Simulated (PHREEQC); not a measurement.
0.011 g of hydrous ferric oxide (600 m²/g; 0.2 weak and 0.005 strong sites per Fe, Dzombak-Morel constants, diffuse double layer) in 1 kg of water with 0.05 mol/kgw of an inert sodium salt and 3e-08 mol H3BO3 and 3.2e-07 mol MnCl2, at 25 °C; the pH is set by adding NaOH or the inert anion's acid. No oxygen is let in. CO2 from the air is kept out. Nothing may precipitate in this run.

All values are PHREEQC results (ion-association model, wateq4f.dat), not measurements.

```tsv
pH	B sorbed (%)	Mn sorbed (%)	surface charge σ (C/m²)	surface potential ψ (mV)
3	0.0	0.0	0.357	169
3.38	0.0	0.0	0.342	167
3.75	0.0	0.0	0.317	164
4.12	0.0	0.0	0.281	158
4.5	0.0	0.0	0.238	149
4.88	0.0	0.0	0.194	139
5.25	0.0	0.0	0.154	127
5.62	0.0	0.0	0.119	114
6	0.0	0.2	0.089	99
6.38	0.0	0.8	0.064	84
6.75	0.0	3.5	0.045	67
7.12	0.0	14.0	0.030	50
7.5	0.0	41.0	0.017	32
7.88	0.0	73.8	0.007	13
8.25	0.0	92.2	-0.003	-6
8.62	0.0	98.2	-0.013	-25
9	0.0	99.6	-0.025	-44
```

The oxide is taken as insoluble; below pH 4 it would dissolve.
